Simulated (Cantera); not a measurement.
Feed: 1 mol Cu2O, a varied amount of H2, 0.3 mol H2O, equilibrated at 900 K and 0.133 bar.

Equilibrium computed with Cantera from the NASA thermochemical tables; the gas is ideal and each condensed phase is pure. Candidate condensed phases: Cu, CuO, Cu(OH)2, Cu2O, H2O; 12 gas species. Kinetics and transport are ignored.

x: gas mole fraction; n: condensed amount in mol.

| n(H2) (mol) | x H2 | x H2O | n Cu(s) |
|---|---|---|---|
| 1.1 | 0.0714 | 0.929 | 2.00 |
| 2 | ___ | ___ | 2.00 |
| 3.7 | 0.675 | 0.325 | 2.00 |
| 6.7 | 0.814 | 0.186 | 2.00 |
| 12 | 0.894 | 0.106 | 2.00 |
| 22 | 0.942 | 0.0583 | 2.00 |
| 41 | 0.969 | 0.0315 | 2.00 |
| 74 | 0.983 | 0.0175 | 2.00 |
| 140 | 0.991 | 0.00927 | 2.00 |
| 250 | 0.995 | ___ | 2.00 |
| 450 | 0.997 | 0.00289 | 2.00 |
| 820 | 0.998 | 0.00158 | 2.00 |
| 1500 | 0.999 | 0.000866 | 2.00 |

Question: Some entries are withheld; supply them.

Answer: 
- 250, x H2O: 0.00519
- 2, x H2: 0.435
- 2, x H2O: 0.565
